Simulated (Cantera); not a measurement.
Mixture: CH₄ : C₂H₆ : C₃H₈ : O₂ : N₂ = 1 : 0.088 : 0.92 : 6.28 : 30.8 (molar parts), equivalence ratio 1.1, at 270000 Pa, adiabatic and at constant volume. Ignition delay is the time to a rise of 400 K.

Detailed kinetics in Cantera: GRI-Mech 3.0 (53 species, 325 reactions). GRI-Mech 3.0 was tuned for natural gas; its chemistry of propane as a main component is partial and can be far from experiment.

### Question
What does this change do: pressure from 270000 Pa to 110000 Pa?

### Answer
| quantity | before | after |
|---|---|---|
| delay at 1225 K | 2.53 ms | 4.05 ms |
| delay at 1300 K | 0.710 ms | 1.12 ms |
| delay at 1375 K | 0.235 ms | 0.378 ms |
| delay at 1450 K | 92.6 µs | 0.154 ms |
| delay at 1525 K | 42.7 µs | 74.5 µs |
| delay at 1600 K | 22.6 µs | 41.3 µs |
| apparent activation energy between 1450 and 1600 K | 180 kJ/mol | 170 kJ/mol |
